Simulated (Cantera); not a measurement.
Input (Python, Cantera) and output of one run.

```python
import numpy as np
import cantera as ct

gas_names = """
    F F2 N NF NF2 NF3 N2 Si SiF SiF2 SiF3 SiF4 SiN Si2 Si2N Si3
""".split()
cond_names = """
    Si(cr) Si(L) Si3N4(a)
""".split()


# ... load() reads the species with a 1 bar reference pressure and builds the phases ...
atoms = {
    'Si3N4': {'Si': 3, 'N': 4},
    'NF3': {'N': 1, 'F': 3},
}
top_T = {'Si3N4(a)': 2400}  # K; cautious upper limits of use, not melting points


# ... equilibrate(T, P, feed) seeds the gas with the atoms and calls Mixture.equilibrate('TP', solver="vcs", rtol=1e-11, max_steps=5000) ...
results = []
feed = {'Si3N4': 1, 'NF3': 14}  # mol
T = 1248  # K
P = 133.322  # Pa
mix = equilibrate(T, P, feed)
results.append((T, P, feed, dict(zip(mix.species_names, mix.species_moles))))
print(gas.report(threshold=1e-05))
for i in range(1, mix.n_phases):
    print(f"{mix.phase(i).name:16s} {mix.phase_moles(i):12.5e} mol")
```

Result:

```
       temperature   1248 K
          pressure   133.32 Pa
           density   0.00034747 kg/m^3
  mean mol. weight   27.044 kg/kmol
   phase of matter   gas

                          1 kg             1 kmol
                     ---------------   ---------------
          enthalpy       -1.1589e+06        -3.134e+07  J
   internal energy       -1.5425e+06       -4.1716e+07  J
           entropy             10259        2.7745e+05  J/K
    Gibbs function       -1.3962e+07        -3.776e+08  J
 heat capacity c_p              1102             29803  J/K
 heat capacity c_v            794.59             21489  J/K

                      mass frac. Y      mole frac. X     chem. pot. / RT
                     ---------------   ---------------   ---------------
                 F           0.50057           0.71255           -20.185
                F2         0.0018963         0.0013497            -40.37
                N2           0.22227           0.21457           -33.625
              SiF4           0.27526          0.071525           -206.05
     [  +12 minor]        5.6803e-09        2.7482e-09

Si(cr)            0.00000e+00 mol
Si3N4(a)          0.00000e+00 mol
```

Cantera equilibrium calculation (NASA polynomials, part measured and part estimated; ideal gas, pure solids and liquids).
